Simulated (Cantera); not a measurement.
What does this Cantera script print?

```python
import numpy as np
import cantera as ct

gas_names = """
    H H2 N NH NH2 NH3 N2 N2H2 N2H4 Pb Pb2
""".split()
cond_names = """
    Pb(cr) Pb(L)
""".split()


def load(file, names, dense=False):
    # The tables refer to 1 bar. Condensed volumes are neglected.
    table = {s.name: s for s in ct.Species.list_from_file(file)}
    out = []
    for n in names:
        d = dict(table[n].input_data)
        d["thermo"] = dict(d["thermo"], **{"reference-pressure": 1e5})
        if dense:
            d["equation-of-state"] = {"model": "constant-volume", "density": "1e6 g/cm^3"}
        out.append(ct.Species.from_dict(d))
    return out


gas = ct.Solution(thermo="ideal-gas", species=load("nasa_gas.yaml", gas_names))
cond = {s.name: ct.Solution(thermo="fixed-stoichiometry", species=[s], name=s.name)
        for s in load("nasa_condensed.yaml", cond_names, dense=True)}
atoms = {
    'Pb': {'Pb': 1},
    'H2': {'H': 2},
    'N2': {'N': 2},
}
top_T = {}  # K; cautious upper limits of use, not melting points


def equilibrate(T, P, feed):
    n = {}
    for name, mol in feed.items():
        for a, k in atoms[name].items():
            n[a] = n.get(a, 0.0) + k * mol
    gas.TPX = T, P, n
    mass = sum(n.values()) * gas.mean_molecular_weight
    gas.equilibrate("TP")
    valid = [c for c in cond.values() if c.min_temp <= T <= top_T.get(c.name, c.max_temp)]
    mix = ct.Mixture([(gas, mass / gas.mean_molecular_weight)] + [(c, 0.0) for c in valid])
    mix.T, mix.P = T, P
    mix.equilibrate("TP", solver="vcs", rtol=1e-11, max_steps=5000)
    return mix


results = []
feed = {'Pb': 1, 'H2': 0.044, 'N2': 5.6}  # mol
T = 950  # K
P = 77  # Pa
mix = equilibrate(T, P, feed)
results.append((T, P, feed, dict(zip(mix.species_names, mix.species_moles))))
x = sorted(zip(gas.X, gas.species_names), reverse=True)
print(f"T = {T:g} K  P = {P:g} Pa  gas = {mix.phase_moles(0):.4g} mol")
print("   x: " + "  ".join(f"{s} {v:.3e}" for v, s in x if v > 0.001))
print("   condensed (mol): " + ("  ".join(f"{mix.phase(i).name} {mix.phase_moles(i):.4g}"
      for i in range(1, mix.n_phases) if mix.phase_moles(i) > 1e-12) or "none"))
```

Result:

```
T = 950 K  P = 77 Pa  gas = 5.681 mol
   x: N2 9.857e-01  H2 7.745e-03  Pb 6.535e-03
   condensed (mol): Pb(L) 0.9629
```

These are equilibrium values from Cantera (NASA tables, ideal gas, pure condensed phases), not measurements of a reactor.
